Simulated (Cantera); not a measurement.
A perfectly stirred reactor is fed with CH4 : CO2 : H2 = 1 : 0.41 : 0.24 (molar parts), at 2.47 atm; it is held at 1398 K, and followed from long to short residence time.

Computed with Cantera and GRI-Mech 3.0 (53 species, 325 reactions). GRI-Mech 3.0 stops at C3 and has no aromatics, soot or wall deposition, so with more carbon than oxygen in the feed, carbon stays in small species such as C2H2 where larger ones or solid carbon would form.

**Question.** What does this change do: pressure from 2.47 atm to 0.474 atm?

**Answer.** 
```csv
quantity,before,after
x(CH4) at τ = 28.0 s,0.273,0.204
x(CO2) at τ = 28.0 s,0.0463,0.0512
x(H2) at τ = 28.0 s,0.290,0.358
x(CH2O) at τ = 28.0 s,2.05e-7,1.06e-7
x(CH3) at τ = 28.0 s,2.91e-5,3.35e-5
x(CH4) at τ = 0.320 s,0.549,0.584
x(CO2) at τ = 0.320 s,0.228,0.241
x(H2) at τ = 0.320 s,0.177,0.158
x(CH2O) at τ = 0.320 s,2.35e-7,4.47e-7
x(CH3) at τ = 0.320 s,3.66e-5,7.13e-5
```

**Question.** What does this change do: pressure from 2.47 atm to 0.138 atm?

**Answer.** 
```
quantity                 before     after
----------------------  -------  --------
x(CH4) at τ = 28.0 s      0.273     0.276
x(CO2) at τ = 28.0 s     0.0463    0.0852
x(H2) at τ = 28.0 s       0.290     0.315
x(CH2O) at τ = 28.0 s   2.05e-7   1.85e-7
x(CH3) at τ = 28.0 s    2.91e-5   6.09e-5
x(CH4) at τ = 0.320 s     0.549     0.597
x(CO2) at τ = 0.320 s     0.228     0.245
x(H2) at τ = 0.320 s      0.177     0.151
x(CH2O) at τ = 0.320 s  2.35e-7   6.86e-7
x(CH3) at τ = 0.320 s   3.66e-5  0.000110
```
